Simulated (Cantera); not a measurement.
A closed system holds: 1 mol CaCO3, 0.89 mol C, 4.2 mol H2O, equilibrated at 36.0 mbar.

These are equilibrium values from Cantera (NASA tables, ideal gas, pure condensed phases), not measurements of a reactor. Candidate condensed phases: C, C6H6, C7H8, C8H18, Ca, CaCO3, CaO, Ca(OH)2, H2O; 115 gas species. Kinetics and transport are ignored. All values below are at 923 K.

Base state: H2O 0.459, CO2 0.249, H2 0.231, CO 0.0614 (mole fractions); condensed: CaO(s).

Question: What changes in the equilibrium state with this change: pressure from 36.0 mbar to 0.133 bar?

Answer: 
| species | before | after |
|---|---|---|
| H2O | 0.459 | 0.515 |
| H2 | 0.231 | 0.310 |
| CO2 | 0.249 | 0.135 |
| CO | 0.0614 | 0.0398 |
| CH4 | 7.67e-7 | 1.47e-5 |
| CaO(s), mol | 1.00 | 0 |
| CaCO3(calcite), mol | 0 | 1.00 |
